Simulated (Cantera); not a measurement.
A perfectly stirred reactor is fed with CO : O2 : H2O : N2 = 0.0056 : 0.034 : 0.0006 : 1 (molar parts), equivalence ratio 0.082, at 9.30 bar; it is held at 1100 K, and followed from long to short residence time.

Computed with Cantera and GRI-Mech 3.0 (53 species, 325 reactions).

Task: Predict: x(CO) at τ = 0.410 s; x(O2) at τ = 0.410 s; x(H2O) at τ = 0.410 s; x(N2O) at τ = 0.410 s; x(NO2) at τ = 0.410 s; x(CO) at τ = 4.80 ms; x(O2) at τ = 4.80 ms; x(H2O) at τ = 4.80 ms.

Result: 
| Quantity | Value |
|---|---|
| x(CO) at τ = 0.410 s | 0.00396 |
| x(O2) at τ = 0.410 s | 0.0320 |
| x(H2O) at τ = 0.410 s | 0.000576 |
| x(N2O) at τ = 0.410 s | 5.13e-7 |
| x(NO2) at τ = 0.410 s | 2.54e-9 |
| x(CO) at τ = 4.80 ms | 0.00538 |
| x(O2) at τ = 4.80 ms | 0.0327 |
| x(H2O) at τ = 4.80 ms | 0.000577 |
